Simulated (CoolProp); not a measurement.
Vapour-liquid equilibrium of CH2F2 (R32) (1) + isobutane (2) at 0.797 MPa; x and y are mole fractions of (1).

Model: multi-fluid Helmholtz-energy mixture model, Tillner-Roth 1997 and Bücker 2006; pair parameters Bell 2016, in CoolProp.

```json
[
 {"x": "0.05", "bubble temperature (K)": "310.0", "y at the bubble point": "0.368", "dew temperature at overall composition x (K)": "327.0", "liquid density (mol/L)": "9.387"},
 {"x": "0.2", "bubble temperature (K)": "281.0", "y at the bubble point": "0.744", "dew temperature at overall composition x (K)": "319.4", "liquid density (mol/L)": "10.75"},
 {"x": "0.35", "bubble temperature (K)": "273.6", "y at the bubble point": "0.811", "dew temperature at overall composition x (K)": "311.0", "liquid density (mol/L)": "11.81"},
 {"x": "0.5", "bubble temperature (K)": "271.9", "y at the bubble point": "0.827", "dew temperature at overall composition x (K)": "301.5", "liquid density (mol/L)": "12.95"},
 {"x": "0.65", "bubble temperature (K)": "271.6", "y at the bubble point": "0.833", "dew temperature at overall composition x (K)": "289.9", "liquid density (mol/L)": "14.39"},
 {"x": "0.8", "bubble temperature (K)": "271.1", "y at the bubble point": "0.849", "dew temperature at overall composition x (K)": "274.8", "liquid density (mol/L)": "16.40"},
 {"x": "0.95", "bubble temperature (K)": "271.4", "y at the bubble point": "0.928", "dew temperature at overall composition x (K)": "271.7", "liquid density (mol/L)": "19.21"}
]
```

y crosses x between x = 0.8 and 0.95: the model has an azeotrope there.

The pair parameters rest on a limited set of measurements; away from them the model extrapolates. With so large a gap from Raoult's law the liquid may split in two, which this calculation doesn't test in full.
